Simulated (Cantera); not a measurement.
Cantera run, input and output.

```python
import numpy as np
import cantera as ct

gas = ct.Solution("gri30.yaml")
gas.TP = 300, 300000
flame = ct.CounterflowDiffusionFlame(gas, width=0.02)
flame.fuel_inlet.X, flame.fuel_inlet.T = {'C3H8': 1}, 325
flame.oxidizer_inlet.X, flame.oxidizer_inlet.T = {'O2': 0.19, 'N2': 0.81}, 450
flame.set_refine_criteria(ratio=3, slope=0.12, curve=0.24, prune=0.03)
show = ['OH', 'H', 'NO', 'CO', 'C2H2']

rows = []
print(f"{'mdot':>8s}{'a_max':>10s}{'a_mean':>10s}{'Tmax/K':>9s}" + "".join(f"{s:>11s}" for s in show) + "   (peak mole fractions)")
for i, mdot in enumerate([0.75, 1.1, 1.6, 2.4, 3.5, 5.2, 7.7, 11]):  # kg/m2/s on the oxidiser side
    flame.oxidizer_inlet.mdot, flame.fuel_inlet.mdot = mdot, 1.7 * mdot
    flame.solve(loglevel=0, auto=(i == 0))
    if flame.T.max() < max(325, 450) + 100:
        print(f"{mdot:8.3g}  no burning solution found from the previous one")
        break
    dT = np.abs(np.gradient(flame.T, flame.grid))
    rows.append([flame.strain_rate("max"), flame.strain_rate("mean"), flame.T.max(),
                 *(flame.X[gas.species_index(s)].max() for s in show), max(dT[0], dT[-1]) / dT.max()])
    print(f"{mdot:8.3g}{rows[-1][0]:10.1f}{rows[-1][1]:10.1f}{rows[-1][2]:9.1f}" + "".join(f"{x:11.3e}" for x in rows[-1][3:-1]))
```

Result:

```
    mdot     a_max    a_mean   Tmax/K         OH          H         NO         CO       C2H2   (peak mole fractions)
    0.75     200.5      29.3   2066.2  4.485e-03  1.643e-03  2.235e-04  4.405e-02  3.698e-02
     1.1     287.4      42.9   2047.9  4.599e-03  1.807e-03  2.109e-04  4.435e-02  3.475e-02
     1.6     409.8      62.5   2030.8  4.706e-03  1.984e-03  1.974e-04  4.495e-02  3.260e-02
     2.4     600.1      93.7   2009.2  4.770e-03  2.177e-03  1.789e-04  4.577e-02  3.005e-02
     3.5     853.9     136.6   1986.2  4.769e-03  2.353e-03  1.581e-04  4.668e-02  2.750e-02
     5.2    1233.5     203.0   1958.7  4.691e-03  2.514e-03  1.328e-04  4.792e-02  2.463e-02
     7.7    1772.1     300.6   1926.5  4.499e-03  2.629e-03  1.043e-04  4.963e-02  2.152e-02
      11    2466.9     429.4   1890.1  4.190e-03  2.652e-03  7.575e-05  5.169e-02  1.817e-02
```

Cantera simulation using GRI-Mech 3.0 (53 species, 325 reactions); the numbers are that mechanism's predictions, not measurements. GRI-Mech 3.0 was tuned for natural gas; its chemistry of propane as a main component is partial and can be far from experiment. GRI-Mech 3.0 has no aromatics or soot, which form on the fuel side of real flames. The maximum strain rate includes the flame's own expansion and is several times the mean.
